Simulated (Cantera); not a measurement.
A perfectly stirred reactor is fed with 1.65 % C₃H₈, 8.94 % O₂, 89.4 % N₂, at 3000 Torr; it is adiabatic with a 625 K inlet, and is followed from long to short residence time, starting on the burning branch (τ in s: 0.037, 0.016, 0.0072, 0.0032, 0.0014, 0.00062, 0.00027, 0.00012, 5.3e-05, 2.4e-05, 1e-05).

Model: GRI-Mech 3.0 (53 species, 325 reactions), integrated in Cantera. GRI-Mech 3.0 was tuned for natural gas; its chemistry of propane as a main component is partial and can be far from experiment.

Predict: blow-out, bracketed by the residence times tried; x(C₃H₈) at τ = 37.0 ms; x(O₂) at τ = 37.0 ms; x(C₂H₆) at τ = 37.0 ms; x(CH₄) at τ = 37.0 ms; x(OH) at τ = 37.0 ms; x(C₃H₈) at τ = 0.620 ms; x(O₂) at τ = 0.620 ms.


```
Quantity                                                                        Value
------------------------------------------------  -----------------------------------
blow-out, bracketed by the residence times tried  burning at 1.40 ms, out at 0.620 ms
x(C₃H₈) at τ = 37.0 ms                                                        2.53e-6
x(O₂) at τ = 37.0 ms                                                          0.00745
x(C₂H₆) at τ = 37.0 ms                                                        3.83e-9
x(CH₄) at τ = 37.0 ms                                                         1.38e-6
x(OH) at τ = 37.0 ms                                                         0.000297
x(C₃H₈) at τ = 0.620 ms                                                        0.0165
x(O₂) at τ = 0.620 ms                                                          0.0894
```
